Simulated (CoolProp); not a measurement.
The fluoroketone C6F12O (FK-5-1-12) along the isobar 9.08 MPa: fugacity coefficient from the reference equation and from simpler models built on Tc = 441.8 K, pc = 1.869 MPa, ω = 0.471; each cubic takes its own stable root.

Model: reference Helmholtz-energy equation of state, McLinden 2015, in CoolProp.

| T (K) | phase | reference |
|---|---|---|
| 330.5 | liquid | 0.02682 |
| 354.7 | liquid | 0.05160 |
| 378.9 | liquid | 0.08817 |
| 403.1 | liquid | 0.1370 |
| 427.3 | liquid | 0.1971 |
| 451.6 | supercritical | 0.2663 |
| 475.8 | supercritical | 0.3410 |
| 500 | supercritical | 0.4178 |

**Question.** How far does each simpler model (Soave-Redlich-Kwong, Peng-Robinson) lie from the reference over these 8 states: mean and median of the absolute difference, and the worst?

**Answer.** 
- Soave-Redlich-Kwong: mean 8.7 %, median 8.9 %, worst +9.9 % at 500 K and 9.08 MPa
- Peng-Robinson: mean 1.4 %, median 1.4 %, worst -2.4 % at 354.7 K and 9.08 MPa
